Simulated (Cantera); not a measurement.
A Cantera script and its output.

```python
import numpy as np
import cantera as ct

gas = ct.Solution("SiF4_NH3_mec.yaml", "gas")
gas.TPX = 2223, 33000, {'NH3': 1, 'H2': 2.4}
inlet = ct.Reservoir(gas, clone=True)

reactor = ct.IdealGasConstPressureReactor(gas, energy="off", clone=False)
exhaust = ct.Reservoir(gas, clone=True)
tau = [1.7, 0.47, 0.13, 0.037, 0.01, 0.0029, 0.00082][0]
for a, b in ((inlet, reactor), (reactor, exhaust)):
    ct.MassFlowController(a, b, mdot=lambda t: reactor.mass / tau)
net = ct.ReactorNet([reactor])
show = ['NH3', 'H2', 'H', 'N2', 'NH2', 'N2H2']

rows = []
print(f"{'tau/s':>10s}{'T/K':>9s}" + "".join(f"{s:>11s}" for s in show))
for tau in [1.7, 0.47, 0.13, 0.037, 0.01, 0.0029, 0.00082]:
    net.initial_time = 0.0
    net.advance(30 * tau)
    before = gas.X
    net.advance(40 * tau)
    drift = np.max(np.abs(gas.X - before) / (gas.X + 1e-9))
    rows.append([gas.T, *gas[show].X, drift])
    print(f"{tau:10.3e}{gas.T:9.1f}" + "".join(f"{x:11.3e}" for x in gas[show].X))
```

It prints:

```
     tau/s      T/K        NH3         H2          H         N2        NH2       N2H2
 1.700e+00   2223.0  1.164e-03  8.770e-01  9.188e-03  1.126e-01  3.791e-05  1.136e-08
 4.700e-01   2223.0  4.189e-03  8.777e-01  6.349e-03  1.116e-01  9.415e-05  5.359e-08
 1.300e-01   2223.0  2.188e-02  8.696e-01  3.338e-03  1.049e-01  2.610e-04  2.540e-07
 3.700e-02   2223.0  7.243e-02  8.396e-01  2.100e-03  8.526e-02  5.627e-04  8.570e-07
 1.000e-02   2223.0  1.634e-01  7.841e-01  1.485e-03  4.994e-02  9.608e-04  2.083e-06
 2.900e-03   2223.0  2.396e-01  7.375e-01  1.216e-03  2.041e-02  1.225e-03  3.147e-06
 8.200e-04   2223.0  2.772e-01  7.145e-01  1.074e-03  5.874e-03  1.293e-03  3.333e-06
```

Computed with Cantera and the gas-phase N/H chemistry of the illustrative SiF4/NH3 mechanism in the Surface Chemkin manual (1991). Walls and surfaces, which speed up NH3 decomposition in real reactors, are not modelled.
